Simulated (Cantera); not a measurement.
## Ignition delay

Mixture: CH₄ : O₂ : N₂ = 0.49 : 3.12 : 11.8 (molar parts), equivalence ratio 0.31, at 1580 Torr, adiabatic and at constant volume. Ignition delay is the time to a rise of 400 K.

Model: GRI-Mech 3.0 (53 species, 325 reactions), integrated in Cantera.

| T0 (K) | delay (ms) |
|---|---|
| 1225 | 9.28 |
| 1325 | 2.66 |
| 1425 | 0.899 |
| 1525 | 0.359 |
| 1625 | 0.165 |
| 1725 | 0.0849 |
| 1825 | 0.0477 |

- apparent activation energy between 1625 and 1825 K = 150 kJ/mol
